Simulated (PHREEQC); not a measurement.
Consider water at 50 °C with 160 mmol/kgw K2CO3, 0.18 mmol/kgw KNO3 and 0.65 mmol/kgw CuSO4. Closed to the air; pH follows from the charge balance.

Computed with PHREEQC (ion-association model, wateq4f.dat).

The ionic strength comes out as 0.472 mol/kgw. What activity coefficients do K+, OH-, SO4-2, CO3-2, KSO4- get?

K+ 0.64, OH- 0.63, SO4-2 0.20, CO3-2 0.22, KSO4- 0.69.

No solid was allowed to form. Examples of supersaturated solids here: Cu(OH)2, Malachite. Others may be too. Species that the database lacks are ignored. Away from 25 °C the constants follow the database's enthalpies or fits; those with neither stay at their 25 °C values. The database's constant for dissolved Cu(OH)2 is higher than later reviews accept.
